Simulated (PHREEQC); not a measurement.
Na2CO3 is added in steps, without added water, to 1 kg of water holding 1.4 mmol/kgw HNO3, 0.71 mmol/kgw Al(NO3)3 and 0.43 mmol/kgw H3BO3, at 25 °C. O2 is buffered at 0.21 atm. The system is closed to CO2. Only these solids could form: Al(OH)3(a).

Base run: PHREEQC, ion-association model, phreeqc.dat. Each further column changes one thing. The table gives pH.

```csv
Na2CO3 added (mol),base,HNO3 left out,temperature from 25 to 15 °C,temperature from 25 to 90 °C,no solid may form
0,2.88,4.14,2.88,2.84,2.88
0.0006656,3.96,4.92,4.03,3.30,3.96
0.001331,4.92,6.15,5.13,3.98,5.50
0.001997,5.82,7.34,5.89,5.74,6.12
0.002662,6.63,8.47,6.70,6.41,?
0.003328,7.40,9.14,7.50,6.76,?
0.003772,8.17,?,8.45,?,7.20
0.004437,8.66,9.73,8.98,8.10,8.62
0.005103,9.28,9.89,9.40,8.62,9.28
0.005769,9.55,10.00,9.67,8.85,9.55
0.006434,9.71,10.08,9.84,8.98,9.71
0.0071,9.83,10.15,9.96,?,9.83
```

Question: Some entries are withheld; supply them.

Answer: 
- 0.002662, no solid may form: 6.47
- 0.003328, no solid may form: 6.83
- 0.003772, HNO3 left out: 9.47
- 0.003772, temperature from 25 to 90 °C: 7.16
- 0.0071, temperature from 25 to 90 °C: 9.08

 Constants without temperature data keep their 25 °C values here. In at least one series the solution becomes supersaturated in solids that the run did not let form, among them Al(OH)3(a).
